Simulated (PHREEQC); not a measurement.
Arsenic or selenium liquor: speciation

Make-up at 25 °C: 2.4 mmol/kgw H3AsO4, 0.87 mmol/kgw H3PO4 and 2.1 mmol/kgw NaCl. Closed to the air; pH follows from the charge balance.

Model: ion-association model, wateq4f.dat, run in PHREEQC.

The pH is 2.65 and the ionic strength comes out as 0.00447 mol/kgw. The total alkalinity is -3.27 meq/kg.

```csv
species,molality,activity,log γ
H+,0.00237,0.00222,-0.028
Cl-,0.00210,0.00195,-0.032
Na+,0.00210,0.00196,-0.031
H2AsO4-,0.00170,0.00158,-0.031
H3AsO4,0.000699,0.000700,0.000
H2PO4-,0.000667,0.000622,-0.030
H3PO4,0.000203,0.000203,0.000
HAsO4-2,6.58e-8,4.94e-8,-0.125
HPO4-2,2.31e-8,1.74e-8,-0.123
```

This is a speciation only: nothing precipitates in the calculation. H3PO4, which wateq4f.dat lacks, is added to it with the constant of phreeqc.dat.
